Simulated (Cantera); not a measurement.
A counterflow diffusion flame at 0.540 bar, nozzles 20 mm apart: fuel side 100 % CH4 at 300 K, oxidiser side 21.0 % O2, 79.0 % N2 at 775 K, fuel mass flux 1.1 times the oxidiser's; mixture-averaged transport, no radiation.

Computed with Cantera and GRI-Mech 3.0 (53 species, 325 reactions). GRI-Mech 3.0 has no aromatics or soot, which form on the fuel side of real flames. The maximum strain rate includes the flame's own expansion and is several times the mean.

x: mole fraction; the columns are a selection and need not sum to one.

```
oxidiser flux (kg/m²/s)  max strain (1/s)  mean strain (1/s)  T max (K)  peak x OH  peak x H  peak x NO  peak x CO  peak x C2H2
-----------------------  ----------------  -----------------  ---------  ---------  --------  ---------  ---------  -----------
0.14                                  238               51.1       2160     0.0108   0.00725   0.000318     0.0664       0.0159
0.2                                   329               73.0       2143     0.0105   0.00750   0.000284     0.0651       0.0151
0.31                                    ?                113       2128     0.0104   0.00787          ?     0.0643       0.0143
0.47                                    ?                172       2107     0.0100   0.00807          ?     0.0636       0.0133
0.72                                 1080                263       2080    0.00947   0.00812   0.000148     0.0633       0.0118
1.1                                  1590                402       2043    0.00866   0.00785    9.76e-5     0.0633      0.00976
1.7                                  2390                621       1988    0.00737   0.00697    4.98e-5     0.0635      0.00686
```

Some entries are withheld; supply them.


- 0.31, max strain (1/s): 493
- 0.31, peak x NO: 0.000243
- 0.47, max strain (1/s): 725
- 0.47, peak x NO: 0.000198
